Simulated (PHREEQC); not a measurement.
A solution holds 26 mmol/kgw Fe2(SO4)3 and 0.142 mmol/kgw CuCl2, at 20 °C. It is in equilibrium with CO2 at log p = -3.4 (atm). Otherwise closed; pH follows from the charge balance.

Model: ion-association model, phreeqc.dat, run in PHREEQC.

No solid was allowed to form.

Question: Order these S species by the share of S that they hold, largest first: Fe(SO4)2-, FeSO4+, HSO4-, FeHSO4+2, SO4-2.

Answer: FeSO4+ (48 %), SO4-2 (30 %), Fe(SO4)2- (18 %), HSO4- (2.7 %), FeHSO4+2 (0.58 %)

The pH is 2.67 and the ionic strength 0.0957 mol/kgw. Examples of supersaturated solids here: Hematite (slow to form), Goethite (slow to form). Others may be too. Species that the database lacks are ignored.
